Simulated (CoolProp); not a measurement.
Ethanol along the isotherm 227.55 °C: density (kg/m³) from the reference equation and from simpler models built on Tc = 241.6 °C, pc = 6.268 MPa, ω = 0.644; each cubic takes its own stable root.

Computed with CoolProp (reference Helmholtz-energy equation of state, Schroeder 2014).

| p (MPa) | phase | reference |
|---|---|---|
| 6.96 | liquid | 503.7 |
| 13.9 | liquid | 555.0 |
| 20.9 | liquid | 582.8 |
| 27.9 | liquid | 603.1 |
| 34.8 | liquid | 619.2 |
| 41.8 | liquid | 633.0 |
| 48.8 | liquid | 645.1 |
| 55.7 | liquid | 655.8 |
| 62.7 | liquid | 665.5 |

Problem. How far does each simpler model (Soave-Redlich-Kwong, Peng-Robinson) lie from the reference over these 9 states: mean and median of the absolute difference, and the worst?

Solution. 
- Soave-Redlich-Kwong: mean 19.7 %, median 18.6 %, worst -26.5 % at 227.55 °C and 6.96 MPa
- Peng-Robinson: mean 10.4 %, median 9.2 %, worst -17.7 % at 227.55 °C and 6.96 MPa
